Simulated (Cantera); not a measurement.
Charge: 1 mol CH₃SiCl₃, 2.1 mol HCl, 5 mol H₂, held at 2273 K and 0.133 bar.

Cantera equilibrium calculation (NASA polynomials, part measured and part estimated; ideal gas, pure solids and liquids). Candidate condensed phases: C, C₆H₆, C₇H₈, C₈H₁₈, Si, SiC; 109 gas species. The feed counts by its element totals alone. The tables' values for SiCl, SiCl₃ are old estimates; treat these amounts as uncertain. Gases not in the tables: Si₂H₆ and higher silanes. Rates play no part.

Base state: H₂ 0.543, HCl 0.367, SiCl₂ 0.0592, H 0.0170, Cl 0.00827, C₂H₂ (acetylene) 0.00205, SiCl 0.00124, SiCl₃ 0.00107 (mole fractions); condensed: C(graphite) + SiC(s).

Question: What changes in the equilibrium state with this change: temperature from 2273 K to 2398 K?

Answer: 
| species | before | after |
|---|---|---|
| H₂ | 0.543 | 0.536 |
| HCl | 0.367 | 0.341 |
| SiCl₂ | 0.0592 | 0.0649 |
| H | 0.0170 | 0.0316 |
| Cl | 0.00827 | 0.0143 |
| Si₂ | 1.79e-6 | 1.27e-5 |
| SiC₂ | 9.17e-5 | 0.000572 |
| Si₂C | 5.45e-5 | 0.000326 |
| C₂H | 2.69e-6 | 1.25e-5 |
| Si | 0.000730 | 0.00300 |
| C(graphite), mol | 0.596 | 0.669 |
| SiC(s), mol | 0.359 | 0.238 |

Question: What changes in the equilibrium state with this change: temperature from 2273 K to 1323 K?

Answer: 
```csv
species,before,after
H₂,0.543,0.586
HCl,0.367,0.374
SiCl₄,1.53e-5,0.0316
SiCl₂,0.0592,0.00218
H,0.0170,3.32e-6
SiCl,0.00124,1.59e-9
Si,0.000730,<1e-9
SiC₂,9.17e-5,<1e-9
SiH,7.58e-5,<1e-9
"C(graphite), mol",0.596,0.386
"SiC(s), mol",0.359,0.611
```
The tables' values for SiCl₃ are old estimates; treat these amounts as uncertain.

Question: What changes in the equilibrium state with this change: temperature from 2273 K to 2050 K?

Answer: 
```json
[
 {"species": "H₂", "before": "0.543", "after": "0.540"},
 {"species": "HCl", "before": "0.367", "after": "0.405"},
 {"species": "SiCl₂", "before": "0.0592", "after": "0.0451"},
 {"species": "H", "before": "0.0170", "after": "0.00457"},
 {"species": "SiC₂", "before": "9.17e-5", "after": "1.98e-6"},
 {"species": "Si₂C", "before": "5.45e-5", "after": "1.28e-6"},
 {"species": "Si", "before": "0.000730", "after": "3.81e-5"},
 {"species": "C(graphite), mol", "before": "0.596", "after": "0.466"},
 {"species": "SiC(s), mol", "before": "0.359", "after": "0.522"}
]
```
The tables' values for SiCl₃, SiCl are old estimates; treat these amounts as uncertain.
